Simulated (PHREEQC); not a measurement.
Consider water at 20 °C with 0.026 mol Ni(NO3)2, 0.078 mol H3BO3 and 0.26 mol HCl per kg of water. It is in equilibrium with CO2 at log p = -3.4 (atm). Otherwise closed; pH follows from the charge balance.

Computed with PHREEQC (ion-association model, wateq4f.dat).

```tsv
quantity	before	after
pH	0.69	0.70
ionic strength (mol/kgw)	0.326	0.601
H2BO3- (mol/kgw)	3.42e-10	4.13e-10
HCO3- (mol/kgw)	4.39e-11	4.72e-11
```

Question: Which change was made?
(A) diluted 5-fold with water
(B) temperature from 20 to 15 °C
(C) diluted 100-fold with water
(D) Ni(NO3)2 from 0.026 to 0.13 mol/kgw
(E) HCl from 0.26 to 0.026 mol/kgw

Answer: D, Ni(NO3)2 from 0.026 to 0.13 mol/kgw

No solid was allowed to form.
